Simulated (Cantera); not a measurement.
Cantera run:

```python
import numpy as np
import cantera as ct

gas_names = """
    B BN B2 N N2
""".split()
cond_names = """
    B(b) B(L) BN(s)
""".split()


# ... load() reads the species with a 1 bar reference pressure and builds the phases ...
atoms = {
    'B': {'B': 1},
    'N2': {'N': 2},
}
top_T = {'BN(s)': 3200}  # K; cautious upper limits of use, not melting points


# ... equilibrate(T, P, feed) seeds the gas with the atoms and calls Mixture.equilibrate('TP', solver="vcs", rtol=1e-11, max_steps=5000) ...
results = []
feed = {'B': 1, 'N2': 0.66}  # mol
for P in [10, 28, 77, 220, 600, 1700, 4600, 13000, 36000, 100000]:
    for T in [1048, 1198, 1348, 1498, 1648, 1798, 1948, 2098, 2248, 2398]:
        mix = equilibrate(T, P, feed)
        results.append((T, P, feed, dict(zip(mix.species_names, mix.species_moles))))

for T, P, feed, n in results:
    print(f"{T:7g} {P:10.4g}  " + (" + ".join(c for c in cond_names if n.get(c, 0) > 1e-12) or "gas only"))
```

Result:

```
   1048         10  BN(s)
   1198         10  BN(s)
   1348         10  BN(s)
   1498         10  BN(s)
   1648         10  BN(s)
   1798         10  BN(s)
   1948         10  BN(s)
   2098         10  B(b)
   2248         10  B(b)
   2398         10  B(L)
   1048         28  BN(s)
   1198         28  BN(s)
   1348         28  BN(s)
   1498         28  BN(s)
   1648         28  BN(s)
   1798         28  BN(s)
   1948         28  BN(s)
   2098         28  B(b)
   2248         28  B(b)
   2398         28  B(L)
   1048         77  BN(s)
   1198         77  BN(s)
   1348         77  BN(s)
   1498         77  BN(s)
   1648         77  BN(s)
   1798         77  BN(s)
   1948         77  BN(s)
   2098         77  BN(s)
   2248         77  B(b)
   2398         77  B(L)
   1048        220  BN(s)
   1198        220  BN(s)
   1348        220  BN(s)
   1498        220  BN(s)
   1648        220  BN(s)
   1798        220  BN(s)
   1948        220  BN(s)
   2098        220  BN(s)
   2248        220  B(b)
   2398        220  B(L)
   1048        600  BN(s)
   1198        600  BN(s)
   1348        600  BN(s)
   1498        600  BN(s)
   1648        600  BN(s)
   1798        600  BN(s)
   1948        600  BN(s)
   2098        600  BN(s)
   2248        600  BN(s)
   2398        600  B(L)
   1048       1700  BN(s)
   1198       1700  BN(s)
   1348       1700  BN(s)
   1498       1700  BN(s)
   1648       1700  BN(s)
   1798       1700  BN(s)
   1948       1700  BN(s)
   2098       1700  BN(s)
   2248       1700  BN(s)
   2398       1700  B(L)
   1048       4600  BN(s)
   1198       4600  BN(s)
   1348       4600  BN(s)
   1498       4600  BN(s)
   1648       4600  BN(s)
   1798       4600  BN(s)
   1948       4600  BN(s)
   2098       4600  BN(s)
   2248       4600  BN(s)
   2398       4600  BN(s)
   1048    1.3e+04  BN(s)
   1198    1.3e+04  BN(s)
   1348    1.3e+04  BN(s)
   1498    1.3e+04  BN(s)
   1648    1.3e+04  BN(s)
   1798    1.3e+04  BN(s)
   1948    1.3e+04  BN(s)
   2098    1.3e+04  BN(s)
   2248    1.3e+04  BN(s)
   2398    1.3e+04  BN(s)
   1048    3.6e+04  BN(s)
   1198    3.6e+04  BN(s)
   1348    3.6e+04  BN(s)
   1498    3.6e+04  BN(s)
   1648    3.6e+04  BN(s)
   1798    3.6e+04  BN(s)
   1948    3.6e+04  BN(s)
   2098    3.6e+04  BN(s)
   2248    3.6e+04  BN(s)
   2398    3.6e+04  BN(s)
   1048      1e+05  BN(s)
   1198      1e+05  BN(s)
   1348      1e+05  BN(s)
   1498      1e+05  BN(s)
   1648      1e+05  BN(s)
   1798      1e+05  BN(s)
   1948      1e+05  BN(s)
   2098      1e+05  BN(s)
   2248      1e+05  BN(s)
   2398      1e+05  BN(s)
```

These are equilibrium values from Cantera (NASA tables, ideal gas, pure condensed phases), not measurements of a reactor. N2 is the only nitrogen source here; it is nearly inert below about 1500 K, so the nitride shown seldom forms there in practice.
